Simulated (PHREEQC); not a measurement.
Hard or scaling water: speciation

A solution holds 7.7e-05 mol/kgw Ca(HCO3)2, 0.047 mol/kgw NaF and 0.21 mol/kgw KCl, at 25 °C. Closed to the air; pH follows from the charge balance.

Equilibrium calculation in PHREEQC: ion-association model, wateq4f.dat.

Each row changes one thing in this solution. This is a speciation only: nothing precipitates in the calculation.

```csv
case,pH,ionic strength (mol/kgw),NaF (mol/kgw),HCO3- (mol/kgw),NaHCO3 (mol/kgw),CO3-2 (mol/kgw),SI of Nahcolite (NaHCO3),SI of Natron (Na2CO3:10H2O)
as made,7.95,0.257,0.000587,0.000147,1.94e-6,1.56e-6,-4.89,-8.02
temperature from 25 to 90 °C,7.39,0.257,0.000534,0.000140,1.69e-6,7.29e-7,-5.44,-10.52
0.17 mol/kgw ZnBr2 added,5.81,0.700,0.000336,2.30e-5,2.45e-7,2.27e-9,-5.74,-11.06
Ca(HCO3)2 replaced by K2CO3 at the same molality,9.54,0.257,0.000587,5.00e-5,6.58e-7,2.11e-5,-5.36,-6.89
diluted 10-fold with water,7.72,0.0257,9.23e-6,1.48e-5,2.88e-8,5.67e-8,-6.74,-10.98
0.25 mol/kgw TMAH added,13.21,0.507,0.000495,5.61e-8,6.38e-10,0.000128,-8.35,-6.26
temperature from 25 to 80 °C,7.45,0.257,0.000543,0.000142,1.74e-6,8.41e-7,-5.36,-10.17
KCl from 0.21 to 0.105 mol/kgw,7.98,0.152,0.000660,0.000147,2.15e-6,1.47e-6,-4.86,-7.92
KCl left out,8.03,0.0464,0.000820,0.000147,2.60e-6,1.28e-6,-4.78,-7.74
```

The ionic strength passes 0.7 mol/kgw, the rough limit of the ion-association models, in 0.17 mol/kgw ZnBr2 added. Complexes and solids missing from the database can't appear. Some of these states are supersaturated (in Fluorite, for instance). Away from 25 °C the constants follow the database's enthalpies or fits; those with neither stay at their 25 °C values.
